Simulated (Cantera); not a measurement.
A closed system holds: 1 mol MgCl2, 0.051 mol O2, 0.71 mol N2, 0.027 mol HCl, equilibrated at 1523.15 K and 4.60 mbar.

These are equilibrium values from Cantera (NASA tables, ideal gas, pure condensed phases), not measurements of a reactor. Candidate condensed phases: H2O, Mg, MgCl2, MgO, Mg(OH)2, NH4Cl; 38 gas species. Rates play no part.

Base state: MgCl2 0.498, N2 0.390, Cl 0.0867, HCl 0.0148, Cl2 0.00745, O2 0.00256, NO 0.000106 (mole fractions); condensed: MgO(s).

### Question
What changes in the equilibrium state with this change: temperature from 1523.15 K to 1423.15 K?

### Answer
```csv
species,before,after
MgCl2,0.498,0.502
N2,0.390,0.394
Cl,0.0867,0.0685
Cl2,0.00745,0.0188
HCl,0.0148,0.0150
NO,0.000106,5.34e-5
O2,0.00256,0.00176
"MgO(s), mol",0.0924,0.0955
```
